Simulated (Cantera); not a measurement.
Feed: 1 mol CuO, 820 mol H2, equilibrated at 6.50 mbar.

Cantera equilibrium calculation (NASA polynomials, part measured and part estimated; ideal gas, pure solids and liquids). Candidate condensed phases: Cu, CuO, Cu(OH)2, Cu2O, H2O; 12 gas species. Kinetics and transport are ignored. All values below are at 1900 K.

Base state: H2 0.988, H 0.00978, Cu 0.00121, H2O 0.00121 (mole fractions); condensed: gas only.

### Question
What changes in the equilibrium state with this change: CuO replaced by NiS?

### Answer
| species | before | after |
|---|---|---|
| H2 | 0.988 | 0.988 |
| H | 0.00978 | 0.00978 |
| Ni | 0 | 0.00120 |
| Cu | 0.00121 | 0 |
| H2O | 0.00121 | 0 |
| H2S | 0 | 0.000486 |
| SH | 0 | 0.000436 |
| S | 0 | 0.000154 |
| S2 | 0 | 6.02e-5 |
Further candidate phases: Ni, NiS, NiS2, Ni3S2, Ni3S4, S.
